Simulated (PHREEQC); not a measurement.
Solution (20 °C): 0.25 mol ZnCl2, 0.11 mol Na2SO4 and 0.00051 mol MnSO4 per kg of water. Closed to the air; pH follows from the charge balance.

Model: ion-association model, phreeqc.dat, run in PHREEQC.

```csv
quantity,before,after
ionic strength (mol/kgw),0.780,0.171
Cl- (mol/kgw),0.450,0.0972
Zn+2 (mol/kgw),0.162,0.0377
SO4-2 (mol/kgw),0.0423,0.0109
ZnSO4 (mol/kgw),0.0416,0.00883
SI of Halite (NaCl),-2.93,-4.20
```

Task: What was changed between the two runs?
(A) MnSO4 from 0.00051 to 0.00102 mol/kgw
(B) diluted 100-fold with water
(C) temperature from 20 to 85 °C
(D) Na2SO4 from 0.11 to 0.022 mol/kgw
(E) diluted 5-fold with water

Result: E, diluted 5-fold with water

No solid was allowed to form. The ionic strength passes 0.7 mol/kgw, the rough limit of the ion-association models, in before.
